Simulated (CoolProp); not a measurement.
Values from CoolProp's reference Helmholtz-energy equation of state, Zhou 2011.

Problem. For dimethyl carbonate, give the phase and the cp (kJ/(kg K)), cv (kJ/(kg K)), speed of sound (m/s) at 565.7 K and 0.0473 MPa; 448.7 K and 0.0811 MPa; 396.3 K and 18.2 MPa.

Solution. 
- 565.7 K and 0.0473 MPa: gas; cp 1.80, cv 1.71, speed of sound 234
- 448.7 K and 0.0811 MPa: gas; cp 1.57, cv 1.47, speed of sound 208
- 396.3 K and 18.2 MPa: liquid; cp 1.99, cv 1.51, speed of sound 933
